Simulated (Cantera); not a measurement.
A freely propagating, adiabatic, planar premixed flame of 7.40 % CH4, 19.5 % O2, 73.2 % N2, equivalence ratio 0.76, unburnt at 550 K and 3150 Torr; mixture-averaged transport, grid criteria slope 0.08 and curve 0.16, no radiation.

Model: GRI-Mech 3.0 (53 species, 325 reactions), integrated in Cantera. Burning velocities carry a grid error of a few per cent, more on coarse grids.

x: mole fraction of selected species; z is measured from the peak of heat release.

| z (mm) | T (K) | u (m/s) | x CH4 | x O2 | x C2H4 | x HCO | x CH2 | x C2H2 |
|---|---|---|---|---|---|---|---|---|
| -0.447 | 551 | 0.455 | 0.0739 | 0.194 | 7.41e-8 | <1e-8 | <1e-8 | <1e-8 |
| -0.298 | 556 | 0.460 | 0.0734 | 0.194 | ? | <1e-8 | <1e-8 | ? |
| -0.224 | 574 | 0.476 | 0.0722 | 0.192 | 4.37e-6 | <1e-8 | <1e-8 | 2.55e-7 |
| -0.149 | ? | 0.553 | 0.0665 | 0.185 | ? | <1e-8 | <1e-8 | ? |
| -0.0745 | 1043 | 0.873 | 0.0443 | 0.152 | 0.000220 | 1.37e-7 | 1.52e-8 | 1.24e-5 |
| -0.0373 | 1399 | 1.18 | 0.0232 | 0.116 | 0.000391 | 3.51e-6 | 1.21e-6 | 2.80e-5 |
| 0 | 1749 | 1.47 | 0.00439 | 0.0777 | 0.000166 | 1.52e-5 | 1.62e-5 | 3.78e-5 |
| 0.0373 | 1901 | 1.59 | 0.000166 | 0.0588 | 3.43e-6 | 2.64e-6 | 2.77e-6 | 2.69e-6 |
| 0.0745 | 1966 | 1.64 | 3.98e-6 | 0.0532 | 3.00e-8 | 9.33e-8 | 9.20e-8 | 4.60e-8 |
| 0.149 | 2037 | 1.69 | <1e-8 | 0.0495 | <1e-8 | <1e-8 | <1e-8 | <1e-8 |
| 0.298 | 2089 | 1.73 | <1e-8 | 0.0476 | <1e-8 | <1e-8 | <1e-8 | <1e-8 |
| 0.596 | 2114 | 1.75 | <1e-8 | 0.0469 | <1e-8 | <1e-8 | <1e-8 | <1e-8 |
| 1.19 | 2121 | 1.75 | <1e-8 | 0.0468 | <1e-8 | <1e-8 | <1e-8 | <1e-8 |

Q: Complete the blanks.

A: 
- -0.298, x C2H4: 8.42e-7
- -0.298, x C2H2: 5.04e-8
- -0.149, T (K): 665
- -0.149, x C2H4: 3.21e-5
- -0.149, x C2H2: 1.81e-6
